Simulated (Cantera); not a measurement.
Input: 1 mol CH2F2, 4 mol H2, 0.062 mol F2, at 750 K and 350 Pa.

Method: chemical equilibrium by Gibbs-energy minimisation in Cantera with the NASA 1993 tables (ideal gas, pure condensed phases). Candidate condensed phases: C, C6H6, C7H8, C8H18; 95 gas species. Rates play no part.

Base state: H2 0.643, HF 0.352, CH4 0.00463 (mole fractions); condensed: C(graphite).

Question: What changes in the equilibrium state with this change: pressure from 350 Pa to 100000 Pa?

Answer: 
| species | before | after |
|---|---|---|
| HF | 0.352 | 0.420 |
| H2 | 0.643 | 0.383 |
| CH4 | 0.00463 | 0.198 |
| H2F2 | 5.56e-8 | 2.26e-5 |
| C(graphite), mol | 0.972 | 0 |

Question: What changes in the equilibrium state with this change: H2 from 4 to 0.07 mol?

Answer: 
```csv
species,before,after
HF,0.352,0.996
H2,0.643,0.00375
CH4,0.00463,1.57e-7
"C(graphite), mol",0.972,1.00
```
